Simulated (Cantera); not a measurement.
What does this Cantera script print?

```python
import numpy as np
import cantera as ct

gas_names = """
    CL CL2 H HCL H2 N NH NH2 NH3 N2 N2H2 N2H4 Si SiCL SiCL2 SiCL3 SiCL4 SiH SiHCL3 SiH2 SiH2CL2 SiH3
    SiH3CL SiH4 SiN Si2 Si2N Si3
""".split()
cond_names = """
    NH4CL(a) NH4CL(b) Si(cr) Si(L) Si3N4(a)
""".split()


# ... load() reads the species with a 1 bar reference pressure and builds the phases ...
atoms = {
    'SiCl4': {'Si': 1, 'CL': 4},
    'NH3': {'N': 1, 'H': 3},
}
top_T = {'Si3N4(a)': 2400}  # K; cautious upper limits of use, not melting points


# ... equilibrate(T, P, feed) seeds the gas with the atoms and calls Mixture.equilibrate('TP', solver="vcs", rtol=1e-11, max_steps=5000) ...
results = []
feed = {'SiCl4': 1, 'NH3': 9.7}  # mol
P = 100000  # Pa
for T in [875, 1025, 1175, 1325, 1475, 1625, 1775, 1925, 2075]:
    mix = equilibrate(T, P, feed)
    results.append((T, P, feed, dict(zip(mix.species_names, mix.species_moles))))

top = {s: max(r[3][s] / sum(r[3][g] for g in gas_names) for r in results) for s in gas_names}
cols = sorted((s for s in top if top[s] > 0.0001), key=lambda s: -top[s])[:9]
seen = [c for c in cond_names if any(r[3].get(c, 0) > 1e-12 for r in results)]
print("log10 of partial pressures in bar; condensed amounts in mol")
print(f"{'T/K':>10s}" + "".join(f"{s[:9]:>10s}" for s in cols + seen))
for T, P, feed, n in results:
    ng = sum(n[g] for g in gas_names)
    print(f"{T:10.4g}" + "".join(f"{np.log10(max(n[s] / ng * P / 1e5, 1e-99)):10.3f}" for s in cols)
          + "".join(f"{n.get(c, 0):10.4g}" for c in seen))
```

It prints:

```
log10 of partial pressures in bar; condensed amounts in mol
       T/K        H2        N2       HCL     SiCL2     SiCL4         H     SiCL3       NH3    SiHCL3     Si(L)  Si3N4(a)
       875    -0.212    -0.689    -0.752    -9.777    -2.394   -10.406    -6.966    -3.489    -4.513         0    0.3053
      1025    -0.214    -0.691    -0.737    -7.421    -2.622    -8.468    -5.681    -3.972    -4.165         0    0.3163
      1175    -0.215    -0.692    -0.730    -5.684    -2.803    -7.019    -4.738    -4.336    -3.916         0    0.3215
      1325    -0.216    -0.693    -0.727    -4.353    -2.950    -5.894    -4.019    -4.619    -3.730         0    0.3233
      1475    -0.216    -0.692    -0.729    -3.309    -3.084    -4.995    -3.462    -4.845    -3.595         0      0.32
      1625    -0.215    -0.689    -0.744    -2.496    -3.253    -4.259    -3.058    -5.026    -3.531         0    0.2991
      1775    -0.211    -0.679    -0.795    -1.910    -3.557    -3.644    -2.848    -5.168    -3.601         0    0.2337
      1925    -0.205    -0.662    -0.896    -1.546    -4.060    -3.122    -2.859    -5.278    -3.845         0    0.1206
      2075    -0.204    -0.645    -0.978    -1.410    -4.647    -2.676    -3.035    -5.378    -4.220    0.1314         0
```

These are equilibrium values from Cantera (NASA tables, ideal gas, pure condensed phases), not measurements of a reactor. The tables' values for SiCl3, SiCl, SiN are old estimates; treat these amounts as uncertain. Gases not in the tables: Si2H6 and higher silanes.
